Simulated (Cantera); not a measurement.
Equilibrium for oxide etching and cleaning by halides: SiO2 + HCl + N2

Feed: 1 mol SiO2, 51 mol HCl, 57 mol N2, held at 0.225 Torr.

These are equilibrium values from Cantera (NASA tables, ideal gas, pure condensed phases), not measurements of a reactor. Candidate condensed phases: H2O, NH4Cl, Si, SiO2, Si2N2O, Si3N4; 47 gas species. The tables hold silica as quartz up to 1696 K and as liquid above; real silica turns to tridymite and cristobalite and melts near 1996 K. Kinetics and transport are ignored.

From 1073 K to 1523 K the condensed part is SiO2(β-quartz). The main Si-bearing gas is SiCl4 at 1073 K and SiO at 1523 K. The share of Si in condensed phases is highest at 1073 K (100.0 %) and lowest at 1523 K (97.8 %).

```json
[
 {"T (K)": "1073", "log p N2": "-3.80", "log p HCl": "-3.85", "log p Cl": "-7.73", "log p H2": "-8.02", "log p H2O": "-8.67", "log p SiO": "<-15", "log p H": "-11.86", "n SiO2(β-quartz)": "1.000"},
 {"T (K)": "1148", "log p N2": "-3.80", "log p HCl": "-3.85", "log p Cl": "-7.27", "log p H2": "-7.56", "log p H2O": "-8.53", "log p SiO": "-13.62", "log p H": "-10.93", "n SiO2(β-quartz)": "0.999"},
 {"T (K)": "1223", "log p N2": "-3.80", "log p HCl": "-3.85", "log p Cl": "-6.86", "log p H2": "-7.16", "log p H2O": "-8.41", "log p SiO": "-11.80", "log p H": "-10.10", "n SiO2(β-quartz)": "0.999"},
 {"T (K)": "1298", "log p N2": "-3.80", "log p HCl": "-3.85", "log p Cl": "-6.50", "log p H2": "-6.80", "log p H2O": "-8.30", "log p SiO": "-10.20", "log p H": "-9.37", "n SiO2(β-quartz)": "0.999"},
 {"T (K)": "1373", "log p N2": "-3.80", "log p HCl": "-3.85", "log p Cl": "-6.17", "log p H2": "-6.48", "log p H2O": "-8.16", "log p SiO": "-8.83", "log p H": "-8.72", "n SiO2(β-quartz)": "0.998"},
 {"T (K)": "1448", "log p N2": "-3.80", "log p HCl": "-3.85", "log p Cl": "-5.88", "log p H2": "-6.19", "log p H2O": "-7.78", "log p SiO": "-7.86", "log p H": "-8.13", "n SiO2(β-quartz)": "0.994"},
 {"T (K)": "1523", "log p N2": "-3.80", "log p HCl": "-3.86", "log p Cl": "-5.62", "log p H2": "-5.95", "log p H2O": "-7.21", "log p SiO": "-7.22", "log p H": "-7.61", "n SiO2(β-quartz)": "0.978"}
]
```
log p: log10 of the partial pressure in bar; n: condensed amount in mol.
